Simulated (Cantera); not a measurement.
A closed system holds: 1 mol SiO2, 1.8 mol H2, 0.76 mol H2O, at 1323.15 K and 1.00 bar.

Equilibrium computed with Cantera from the NASA thermochemical tables; the gas is ideal and each condensed phase is pure. Candidate condensed phases: H2O, Si, SiO2; 18 gas species. The tables hold silica as quartz up to 1696 K and as liquid above; real silica turns to tridymite and cristobalite and melts near 1996 K. Gases not in the tables: Si(OH)4. Kinetics and transport are ignored.

Base state: H2 0.703, H2O 0.297 (mole fractions); condensed: SiO2(β-quartz).

**Question.** What changes in the equilibrium state with this change: 0.58 mol CO2 added?

**Answer.** 
```
species              before   after
-------------------  ------  ------
H2                    0.703   0.446
H2O                   0.297   0.370
CO                        0   0.128
CO2                       0  0.0571
SiO2(β-quartz), mol    1.00    1.00
```
Further candidate phases: C, C6H6, C7H8, C8H18, SiC.
